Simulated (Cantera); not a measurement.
**Stirred combustor or abatement burner**

A perfectly stirred reactor is fed with CH4 : O2 : N2 = 1.3 : 1.33 : 5.01 (molar parts), equivalence ratio 2.0, at 0.360 bar; it is adiabatic with a 450 K inlet, and is followed from long to short residence time, starting on the burning branch (τ in s: 0.11, 0.055, 0.028, 0.015, 0.0077, 0.004, 0.0021, 0.0011, 0.00056, 0.00029, 0.00015, 7.8e-05, 4e-05).

Cantera simulation using GRI-Mech 3.0 (53 species, 325 reactions); the numbers are that mechanism's predictions, not measurements.

```tsv
τ (s)	T (K)	x CH4	x O2	x N2O	x HCO	x H	x H2O	x CO
0.11	1750	0.00924	0.00112	3.96e-10	8.04e-8	0.000347	0.156	0.0905
0.055	1747	0.0103	0.00184	5.12e-10	1.49e-7	0.000414	0.159	0.0887
0.028	1739	0.0116	0.00302	6.80e-10	2.80e-7	0.000484	0.160	0.0876
0.015	1726	0.0135	0.00492	9.47e-10	5.12e-7	0.000537	0.160	0.0872
0.0077	1694	0.0172	0.00918	1.59e-9	1.01e-6	0.000540	0.159	0.0869
0.0040	450	0.170	0.174	<1e-12	<1e-12	<1e-12	<1e-12	<1e-12
0.0021	450	0.170	0.174	<1e-12	<1e-12	<1e-12	<1e-12	<1e-12
0.0011	450	0.170	0.174	<1e-12	<1e-12	<1e-12	<1e-12	<1e-12
0.00056	450	0.170	0.174	<1e-12	<1e-12	<1e-12	<1e-12	<1e-12
0.00029	450	0.170	0.174	<1e-12	<1e-12	<1e-12	<1e-12	<1e-12
0.00015	450	0.170	0.174	<1e-12	<1e-12	<1e-12	<1e-12	<1e-12
7.8e-5	450	0.170	0.174	<1e-12	<1e-12	<1e-12	<1e-12	<1e-12
4.0e-5	450	0.170	0.174	<1e-12	<1e-12	<1e-12	<1e-12	<1e-12
```
x: mole fraction; the columns are a selection and need not sum to one.
